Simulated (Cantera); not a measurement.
Source: NASA polynomial tables (part measured, part estimated), evaluated in Cantera. Values are per mole of reaction as written; species without (g) are pure solids or liquids, kept so even where they would boil at 1 bar.

2 O(g) = O2(g)

```json
[
 {"T (K)": "1123", "ΔH° (kJ)": "[?]", "ΔS° (J/K)": "[?]", "ΔG° (kJ)": "[?]", "log10 K": "[?]"},
 {"T (K)": "1198", "ΔH° (kJ)": "-506.7", "ΔS° (J/K)": "-131.2", "ΔG° (kJ)": "-349.5", "log10 K": "15.24"},
 {"T (K)": "1273", "ΔH° (kJ)": "[?]", "ΔS° (J/K)": "[?]", "ΔG° (kJ)": "[?]", "log10 K": "[?]"},
 {"T (K)": "1348", "ΔH° (kJ)": "[?]", "ΔS° (J/K)": "[?]", "ΔG° (kJ)": "[?]", "log10 K": "[?]"},
 {"T (K)": "1423", "ΔH° (kJ)": "-508.0", "ΔS° (J/K)": "-132.2", "ΔG° (kJ)": "-319.9", "log10 K": "11.74"}
]
```

**Question.** Some entries are withheld; supply them.

**Answer.** 
- 1123, ΔH° (kJ): -506.2
- 1123, ΔS° (J/K): -130.8
- 1123, ΔG° (kJ): -359.3
- 1123, log10 K: 16.71
- 1273, ΔH° (kJ): -507.1
- 1273, ΔS° (J/K): -131.5
- 1273, ΔG° (kJ): -339.7
- 1273, log10 K: 13.94
- 1348, ΔH° (kJ): -507.6
- 1348, ΔS° (J/K): -131.9
- 1348, ΔG° (kJ): -329.8
- 1348, log10 K: 12.78
